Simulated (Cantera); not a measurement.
# Hydrocarbon pyrolysis for carbon deposition

A perfectly stirred reactor is fed with C2H6 : N2 = 1 : 140 (molar parts), at 0.987 atm; it is held at 1625 K, and followed from long to short residence time.

Cantera simulation using GRI-Mech 3.0 (53 species, 325 reactions); the numbers are that mechanism's predictions, not measurements. GRI-Mech 3.0 stops at C3 and has no aromatics, soot or wall deposition, so with more carbon than oxygen in the feed, carbon stays in small species such as C2H2 where larger ones or solid carbon would form.

```tsv
τ (s)	x C2H6	x CH3	x C2H2	x CH2	x CH4
1.2	2.41e-6	2.50e-5	0.00626	1.99e-8	0.00141
0.45	5.78e-6	3.82e-5	0.00606	3.66e-8	0.00176
0.17	1.32e-5	5.68e-5	0.00590	6.90e-8	0.00198
0.064	2.87e-5	8.24e-5	0.00576	1.32e-7	0.00208
0.024	6.08e-5	0.000118	0.00559	2.51e-7	0.00207
0.0092	0.000124	0.000166	0.00532	4.59e-7	0.00202
0.0035	0.000257	0.000235	0.00481	8.11e-7	0.00195
0.0013	0.000550	0.000342	0.00392	1.38e-6	0.00180
```
x: mole fraction; the columns are a selection and need not sum to one.
